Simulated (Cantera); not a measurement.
Charge: 1 mol Si2H6, 0.12 mol H2O, a varied amount of CO2, equilibrated at 1898.15 K and 1.10 mbar.

Method: chemical equilibrium by Gibbs-energy minimisation in Cantera with the NASA 1993 tables (ideal gas, pure condensed phases). Candidate condensed phases: C, C6H6, C7H8, C8H18, H2O, Si, SiC, SiO2; 123 gas species. The feed counts by its element totals alone. Mutual solubility and eutectic melting of coexisting phases are not modelled. The tables hold silica as quartz up to 1696 K and as liquid above; real silica turns to tridymite and cristobalite and melts near 1996 K. Gases not in the tables: Si2H6 and higher silanes. Rates play no part.

**Question.** Which condensed phases are stable at each of these points (n(CO2) (mol)): 0.13, 0.21, 0.32, 0.49, 0.76, 1.2, 1.8, 2.8, 4.3, 6.7, 10, 16?

**Answer.** 
```json
[
 {"n(CO2) (mol)": "0.13", "condensed phases": "Si(l) + SiC(s)", "Si condensed (%)": "81.8"},
 {"n(CO2) (mol)": "0.21", "condensed phases": "Si(l) + SiC(s)", "Si condensed (%)": "75.0"},
 {"n(CO2) (mol)": "0.32", "condensed phases": "Si(l) + SiC(s)", "Si condensed (%)": "65.6"},
 {"n(CO2) (mol)": "0.49", "condensed phases": "Si(l) + SiC(s)", "Si condensed (%)": "51.1"},
 {"n(CO2) (mol)": "0.76", "condensed phases": "Si(l) + SiC(s)", "Si condensed (%)": "28.0"},
 {"n(CO2) (mol)": "1.2", "condensed phases": "SiC(s)", "Si condensed (%)": "16.0"},
 {"n(CO2) (mol)": "1.8", "condensed phases": "SiC(s)", "Si condensed (%)": "1.1"},
 {"n(CO2) (mol)": "2.8", "condensed phases": "SiO2(condensed)", "Si condensed (%)": "34.1"},
 {"n(CO2) (mol)": "4.3", "condensed phases": "SiO2(condensed)", "Si condensed (%)": "79.8"},
 {"n(CO2) (mol)": "6.7", "condensed phases": "SiO2(condensed)", "Si condensed (%)": "94.2"},
 {"n(CO2) (mol)": "10", "condensed phases": "SiO2(condensed)", "Si condensed (%)": "97.0"},
 {"n(CO2) (mol)": "16", "condensed phases": "SiO2(condensed)", "Si condensed (%)": "98.0"}
]
```

From 0.13 mol CO2 to 0.76 mol CO2 the condensed part is Si(l) + SiC(s). From 1.2 mol CO2 to 1.8 mol CO2 the condensed part is SiC(s). From 2.8 mol CO2 to 16 mol CO2 the condensed part is SiO2(condensed).
